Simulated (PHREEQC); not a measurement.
Solution (25 °C): 0.028 mol NH4HF2, 0.0005 mol H2SiF6 and 0.11 mol H3PO4 per kg of water. Closed to the air; pH follows from the charge balance.

The numbers come from PHREEQC with the ion-association model, phreeqc.dat.

| quantity | before | after |
|---|---|---|
| pH | 1.84 | 2.56 |
| H3PO4 (mol/kgw) | 0.0699 | 0.00558 |
| HF (mol/kgw) | 0.0518 | 0.0405 |
| H2PO4- (mol/kgw) | 0.0401 | 0.0164 |
| F- (mol/kgw) | 0.00298 | 0.0119 |
| SI of Quartz (SiO2) | -6.77 | -7.52 |

**Question.** What was changed between the two runs?
A) diluted 10-fold with water
B) temperature from 25 to 70 °C
C) diluted 100-fold with water
D) H2SiF6 from 0.0005 to 0.00045 mol/kgw
E) H3PO4 from 0.11 to 0.022 mol/kgw

**Answer.** E, H3PO4 from 0.11 to 0.022 mol/kgw

This is a speciation only: nothing precipitates in the calculation. SiF6-2 is the database's only silicon fluoride.
